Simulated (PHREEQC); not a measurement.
1 kg of water holding 0.1 mol Na2CO3 meets 20 L of dry gas (CO2 1 by moles) at fixed total pressure, at 5 atm; fugacities by Peng-Robinson. The gases take part in no redox reaction, some water evaporates into the gas, and hydrates or a liquid gas phase aren't modelled. No solid was allowed to form.

The numbers come from PHREEQC with the Pitzer model, pitzer.dat.

```tsv
T (°C)	dissolved CO2 (all carbonate carbon) (mol/kgw)	φ of CO2	pH
10	0.449	0.968	6.26
20	?	0.971	?
30	0.340	0.974	6.36
40	?	0.976	6.43
50	0.290	0.979	6.49
60	0.276	0.981	6.57
70	0.264	0.982	6.65
80	0.256	0.984	6.74
90	0.249	0.986	6.83
```

Task: What belongs in the gaps?

Result: 
- 20, dissolved CO2 (all carbonate carbon) (mol/kgw): 0.383
- 20, pH: 6.31
- 40, dissolved CO2 (all carbonate carbon) (mol/kgw): 0.311

Complexes and solids missing from the database can't appear. Constants without temperature data keep their 25 °C values here.
